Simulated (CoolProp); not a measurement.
Values from CoolProp's reference Helmholtz-energy equation of state, Lemmon 2013.

**Question.** For propylene, give the phase and the cv (kJ/(kg K)), isothermal compressibility (1/MPa) at 169.8 K and 0.0793 MPa.

**Answer.** 
- 169.8 K and 0.0793 MPa: liquid; cv 1.34, isothermal compressibility 0.000959
